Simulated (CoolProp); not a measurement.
A closed Brayton cycle with nitrogen: compressor inlet 325.15 K and 2.6 MPa, high pressure 7.55 MPa, turbine inlet 745 K, compressor efficiency 0.89, turbine efficiency 0.85, recuperator effectiveness 0.95 (on enthalpy, no pinch check). Each further row changes one setting.

Model: reference Helmholtz-energy equation of state, Span 2000, in CoolProp.

| case | thermal efficiency (%) | net work (kJ/kg) | compressor to turbine work | compressor exit (K) | turbine exit (K) |
|---|---|---|---|---|---|
| as stated | 21.5 | 40.1 | 0.77 | 456.2 | 585.0 |
| turbine inlet 695 K | 16.2 | 28.0 | 0.83 | 456.2 | 544.3 |
| compressor inlet 335.15 K | 19.2 | 35.8 | 0.80 | 470.0 | 585.0 |
| high pressure 6.42 MPa | 24.3 | 40.1 | 0.74 | 433.6 | 606.7 |
| recuperator effectiveness 0.5 | 16.1 | 40.1 | 0.77 | 456.2 | 585.0 |
